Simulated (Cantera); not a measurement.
An isothermal, constant-pressure homogeneous reactor starts with CH4 : H2 : N2 = 0.013 : 1 : 0.011 (molar parts), at 1575 K and 0.132 atm. Integrator tolerance rtol = 1e-08.

Model: GRI-Mech 3.0 (53 species, 325 reactions), integrated in Cantera. GRI-Mech 3.0 stops at C3 and has no aromatics, soot or wall deposition, so with more carbon than oxygen in the feed, carbon stays in small species such as C2H2 where larger ones or solid carbon would form.

**Question.** What does this change do: pressure from 0.132 atm to 0.0898 atm?

**Answer.** 
```csv
quantity,before,after
x(CH4) at 40.0 s,0.00368 (gas-phase equilibrium 0.00292),0.00319 (gas-phase equilibrium 0.00210)
x(H2) at 40.0 s,0.981 (gas-phase equilibrium 0.981),0.981 (gas-phase equilibrium 0.982)
x(C2H) at 40.0 s,1.48e-9 (gas-phase equilibrium 1.12e-9),1.89e-9 (gas-phase equilibrium 1.50e-9)
x(CH3) at 40.0 s,8.63e-6 (gas-phase equilibrium 6.87e-6),9.02e-6 (gas-phase equilibrium 5.97e-6)
x(C2H4) at 40.0 s,7.89e-5 (gas-phase equilibrium 5.98e-5),5.73e-5 (gas-phase equilibrium 4.52e-5)
```

**Question.** What does this change do: H2 1 to 1.9 parts?

**Answer.** 
| quantity | before | after |
|---|---|---|
| x(CH4) at 40.0 s | 0.00368 (gas-phase equilibrium 0.00292) | 0.00271 (gas-phase equilibrium 0.00204) |
| x(H2) at 40.0 s | 0.981 (gas-phase equilibrium 0.981) | 0.989 (gas-phase equilibrium 0.990) |
| x(C2H) at 40.0 s | 1.48e-9 (gas-phase equilibrium 1.12e-9) | 6.63e-10 (gas-phase equilibrium 5.31e-10) |
| x(CH3) at 40.0 s | 8.63e-6 (gas-phase equilibrium 6.87e-6) | 6.31e-6 (gas-phase equilibrium 4.78e-6) |
| x(C2H4) at 40.0 s | 7.89e-5 (gas-phase equilibrium 5.98e-5) | 3.60e-5 (gas-phase equilibrium 2.87e-5) |
